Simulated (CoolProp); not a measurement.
Vapour-liquid equilibrium of cyclohexane (1) + n-octane (2) at 444.8 K; x and y are mole fractions of (1).

Values from CoolProp's multi-fluid Helmholtz-energy mixture model, Zhou 2014 and Beckmüller 2019; pair parameters Bell 2016.

```
x      bubble pressure, mixture model (MPa)  bubble pressure, Raoult's law (MPa)  y, mixture model  y, Raoult's law
-----  ------------------------------------  -----------------------------------  ----------------  ---------------
0.05                                 0.3350                               0.3379             0.107            0.123
0.125                                0.3707                               0.3771             0.246            0.276
0.2                                  0.4072                               0.4163             0.363            0.401
0.275                                0.4445                               0.4554             0.464            0.504
0.35                                 0.4824                               0.4946             0.552            0.590
0.425                                0.5210                               0.5338             0.628            0.664
0.5                                  0.5600                               0.5729             0.695            0.728
0.575                                0.5997                               0.6121             0.755            0.783
0.65                                 0.6398                               0.6513             0.808            0.832
0.725                                0.6804                               0.6904             0.856            0.876
0.8                                  0.7216                               0.7296             0.900            0.915
0.875                                0.7633                               0.7688             0.940            0.949
0.95                                 0.8056                               0.8079             0.977            0.981
```

The largest gap from Raoult's law is -2.5 % in bubble pressure, at x = 0.35. No azeotrope shows between x = 0.05 and 0.95.

Pair parameters are fitted to limited data, so mixtures are less certain than the pure fluids.
